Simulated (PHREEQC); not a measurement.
Consider water at 25 °C with 0.062 mol NiSO4 and 0.00013 mol Na2CO3 per kg of water. Closed to the air; pH follows from the charge balance.

All values are PHREEQC results (ion-association model, wateq4f.dat), not measurements.

Precipitation was switched off in this run.

Q: Order these S species by the share of S that they hold, largest first: NiSO4, SO4-2, Ni(SO4)2-2.

A: SO4-2 (57 %), NiSO4 (43 %), Ni(SO4)2-2 (0.16 %)

The pH is 6.87 and the ionic strength 0.142 mol/kgw. Examples of supersaturated solids here: Ni(OH)2. Others may be too. Complexes and solids missing from the database can't appear.
